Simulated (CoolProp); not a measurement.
CH2F2 (R32) at 293.15 K and 1.1 MPa flows at 0.73 m/s in a round tube of 10 mm bore and 45 µm roughness, fully developed (64/Re and Nu = 3.66 if laminar; Colebrook and Gnielinski if turbulent). Each further row changes one setting.

Computed with CoolProp (reference Helmholtz-energy equation of state, Tillner-Roth 1997).

```csv
case,Reynolds number,Darcy friction factor,pressure drop (Pa/m),heat-transfer coefficient (W/(m² K)),mass flow (kg/h)
as stated,15400,0.0348,[?],96.3,5.77
velocity 1.46 m/s,30700,0.0324,[?],[?],11.5
diameter 20 mm,30700,[?],10.6,[?],[?]
```

Question: Complete the blanks.

Answer: 
- as stated, pressure drop (Pa/m): 26.0
- velocity 1.46 m/s, pressure drop (Pa/m): 96.6
- velocity 1.46 m/s, heat-transfer coefficient (W/(m² K)): 186
- diameter 20 mm, Darcy friction factor: 0.0285
- diameter 20 mm, heat-transfer coefficient (W/(m² K)): 81.9
- diameter 20 mm, mass flow (kg/h): 23.1

Viscosity comes from a separate model (Bell 2016), an estimate that may be off by 10 % or more. Thermal conductivity comes from a separate model (Huber 2003), an estimate that may be off by 10 % or more.
